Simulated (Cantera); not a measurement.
An isothermal, constant-pressure homogeneous reactor starts with NO : N2 = 1 : 0.25 (molar parts), at 2050 K and 0.0148 atm. Integrator tolerance rtol = 1e-08.

Detailed kinetics in Cantera: GRI-Mech 3.0 (53 species, 325 reactions). Radical loss at walls, strong at low pressure, is not modelled.

Task: What does this change do: temperature 2050 to 1975 K?

Result: 
| quantity | before | after |
|---|---|---|
| x(NO) at 3.00 s | 0.493 (gas-phase equilibrium 0.0104) | 0.668 (gas-phase equilibrium 0.00853) |
| x(O2) at 3.00 s | 0.151 (gas-phase equilibrium 0.391) | 0.0652 (gas-phase equilibrium 0.394) |
| x(N2O) at 3.00 s | 5.58e-5 (gas-phase equilibrium 6.20e-8) | 0.000124 (gas-phase equilibrium 5.12e-8) |
| x(N2) at 3.00 s | 0.352 (gas-phase equilibrium 0.593) | 0.266 (gas-phase equilibrium 0.595) |
| x(NO2) at 3.00 s | 7.86e-5 (gas-phase equilibrium 2.76e-6) | 7.65e-5 (gas-phase equilibrium 2.57e-6) |
| x(O) at 3.00 s | 0.00331 (gas-phase equilibrium 0.00500) | 0.00137 (gas-phase equilibrium 0.00284) |

Task: What does this change do: temperature 2050 to 1798 K?

Result: 
| quantity | before | after |
|---|---|---|
| x(NO) at 3.00 s | 0.493 (gas-phase equilibrium 0.0104) | 0.782 (gas-phase equilibrium 0.00496) |
| x(O2) at 3.00 s | 0.151 (gas-phase equilibrium 0.391) | 0.00855 (gas-phase equilibrium 0.397) |
| x(N2O) at 3.00 s | 5.58e-5 (gas-phase equilibrium 6.20e-8) | 0.000204 (gas-phase equilibrium 3.04e-8) |
| x(N2) at 3.00 s | 0.352 (gas-phase equilibrium 0.593) | 0.209 (gas-phase equilibrium 0.597) |
| x(NO2) at 3.00 s | 7.86e-5 (gas-phase equilibrium 2.76e-6) | 4.94e-5 (gas-phase equilibrium 2.10e-6) |
| x(O) at 3.00 s | 0.00331 (gas-phase equilibrium 0.00500) | 0.000171 (gas-phase equilibrium 0.000618) |
